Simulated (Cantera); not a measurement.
## Low-pressure radical oxidation in H2/O2

An isothermal, constant-pressure homogeneous reactor starts with 25.7 % H2, 74.3 % O2, equivalence ratio 0.17, at 1073 K and 0.00570 bar.

Model: the H2/O2 subset of GRI-Mech 3.0, which has no nitrogen chemistry, integrated in Cantera. Radical loss at walls, strong at low pressure, is not modelled. The temperature is held fixed by assumption; the heat of reaction is taken as removed at once.

```tsv
t (s)	x H2	x O2	x HO2	x H	x OH	x O
1.00e-6	0.257	0.743	5.09e-12	5.08e-12	<1e-12	<1e-12
3.42e-6	0.257	0.743	1.74e-11	1.73e-11	<1e-12	<1e-12
1.17e-5	0.257	0.743	5.96e-11	5.84e-11	1.25e-12	1.33e-12
4.00e-5	0.257	0.743	2.04e-10	1.94e-10	1.19e-11	1.45e-11
0.000137	0.257	0.743	6.97e-10	6.78e-10	8.93e-11	1.44e-10
0.000468	0.257	0.743	2.39e-9	4.11e-9	7.79e-10	1.61e-9
0.00160	0.257	0.743	9.34e-9	3.41e-7	6.94e-8	1.51e-7
0.00548	0.0847	0.660	4.47e-6	0.0875	0.00957	0.0343
0.0187	0.0105	0.641	5.94e-6	0.0709	0.00645	0.0497
0.0641	0.00352	0.688	6.48e-6	0.0113	0.00379	0.0144
0.219	0.000241	0.703	2.89e-6	0.000185	0.000964	0.000952
0.750	1.63e-5	0.705	4.50e-7	3.41e-6	0.000255	6.65e-5
2.56	2.11e-6	0.705	7.50e-8	1.69e-7	9.40e-5	8.99e-6
8.77	4.06e-7	0.705	1.64e-8	1.48e-8	4.17e-5	1.78e-6
30.0	9.49e-8	0.705	4.58e-9	1.72e-9	2.03e-5	4.22e-7
```
x: mole fraction; the columns are a selection and need not sum to one.

Equilibrium at this temperature and pressure: H2 3.12e-9, O2 0.705, HO2 3.24e-9, H 1.04e-11, OH 3.69e-6, O 1.39e-8 (gas phase only).
